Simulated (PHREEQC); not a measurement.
1 kg of water holding 0.0052 mol Na2SO4, 0.0071 mol Na2CO3 and 0.062 mol KCl is evaporated at 60 °C; the solids stay in contact with the brine. No CO2 enters from the air. Solids allowed: Arcanite, Burkeite, Glaserite, Halite, Kalicinite, Mirabilite, Misenite, Nahcolite, Natron, Sylvite, Thenardite, Trona. Others were left out.

Base run: PHREEQC, Pitzer model, pitzer.dat. Each further column changes one thing. The table gives ionic strength.

```
H2O removed (mol)    base  temperature from 60 to 25 °C
-----------------  ------  ----------------------------
0                  0.0969                           [?]
30.18               0.214                         0.216
46.01               0.574                           [?]
51.94                1.53                           [?]
53.88                3.36                          3.37
54.76                6.82                           [?]
55.23                9.94                           [?]
```

Question: Fill in the missing entries.

Answer: 
- 0, temperature from 60 to 25 °C: 0.0980
- 46.01, temperature from 60 to 25 °C: 0.576
- 51.94, temperature from 60 to 25 °C: 1.54
- 54.76, temperature from 60 to 25 °C: 6.60
- 55.23, temperature from 60 to 25 °C: 9.19

At this temperature some constants are extrapolated from 25 °C, and those without enthalpy data are left unchanged.
